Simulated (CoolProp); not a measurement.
A closed Brayton cycle with carbon dioxide: compressor inlet 329.15 K and 8.5 MPa, high pressure 17 MPa, turbine inlet 985 K, compressor efficiency 0.85, turbine efficiency 0.85, recuperator effectiveness 0.8 (on enthalpy, no pinch check). Each further row changes one setting.

Model: reference Helmholtz-energy equation of state, Span 1996, in CoolProp.

```tsv
case	thermal efficiency (%)	net work (kJ/kg)	compressor to turbine work	compressor exit (K)	turbine exit (K)
as stated	25.2	71.6	0.33	387.6	896.2
turbine inlet 935 K	24.6	65.9	0.34	387.6	849.2
compressor inlet 339.15 K	24.6	67.4	0.37	401.4	896.2
high pressure 14.4 MPa	21.7	56.2	0.31	373.3	917.0
recuperator effectiveness 0.5	15.4	71.6	0.33	387.6	896.2
```
